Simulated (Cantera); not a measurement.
**Thermodynamics of chlorosilane synthesis and conversion, feed Si + HCl + H2**

A closed system holds: 1 mol Si, a varied amount of HCl, 3.1 mol H2, held at 948 K and 210000 Pa.

Equilibrium computed with Cantera from the NASA thermochemical tables; the gas is ideal and each condensed phase is pure. Candidate condensed phases: Si; 19 gas species. The tables' values for SiCl3 are old estimates; treat these amounts as uncertain. Kinetics and transport are ignored.

```tsv
n(HCl) (mol)	x H2	x SiCl4	x HCl	x SiHCl3	x SiH2Cl2	x SiCl3	n Si(s)
0.7	0.940	0.0268	0.00440	0.0258	0.00251	0.000157	0.801
0.86	0.930	0.0328	0.00460	0.0298	0.00275	0.000183	0.756
1.1	0.915	0.0414	0.00484	0.0352	0.00304	0.000218	0.689
1.3	0.904	0.0481	0.00499	0.0392	0.00323	0.000244	0.633
1.6	0.889	0.0575	0.00518	0.0444	0.00348	0.000279	0.550
1.9	0.875	0.0661	0.00532	0.0490	0.00367	0.000310	0.467
2.4	0.856	0.0790	0.00550	0.0554	0.00392	0.000355	0.329
2.9	0.839	0.0904	0.00563	0.0606	0.00411	0.000392	0.192
3.6	0.819	0.104	0.00576	0.0665	0.00431	0.000436	0
4.4	0.777	0.146	0.0691	0.00741	3.80e-5	4.98e-5	0
```
x: gas mole fraction; n: condensed amount in mol.

From 0.7 mol HCl to 2.9 mol HCl the condensed part is Si(s). From 3.6 mol HCl to 4.4 mol HCl nothing is condensed. The main Si-bearing gas is SiCl4 throughout.
